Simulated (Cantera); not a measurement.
Input: 1 mol SiHCl₃, a varied amount of N₂, equilibrated at 1627 °C and 100 Torr.

These are equilibrium values from Cantera (NASA tables, ideal gas, pure condensed phases), not measurements of a reactor. Candidate condensed phases: NH₄Cl, Si, Si₃N₄; 28 gas species. The tables' values for SiCl₃, SiCl are old estimates; treat these amounts as uncertain. The numbers say what is thermodynamically allowed, not how fast it happens.

x: gas mole fraction; nothing condenses.

```tsv
n(N₂) (mol)	x N₂	x SiCl₂	x HCl	x SiCl₃	x H₂	x Cl	x SiCl₄
10	0.837	0.0741	0.0714	0.00829	…	0.00151	0.00125
15	0.885	0.0530	0.0510	0.00526	…	0.00134	0.000704
22	0.918	0.0380	0.0365	0.00332	…	0.00118	0.000393
32	0.942	0.0271	0.0259	0.00207	…	0.00103	0.000214
47	0.959	0.0190	0.0181	0.00125	…	0.000884	0.000110
68	0.971	0.0135	0.0127	0.000751	…	0.000752	5.65e-5
99	0.980	0.00941	0.00880	0.000439	…	0.000629	2.76e-5
```

Question: Complete the blanks.

Answer: 
- 10, x H₂: 0.00604
- 15, x H₂: 0.00391
- 22, x H₂: 0.00257
- 32, x H₂: 0.00170
- 47, x H₂: 0.00113
- 68, x H₂: 0.000766
- 99, x H₂: 0.000527
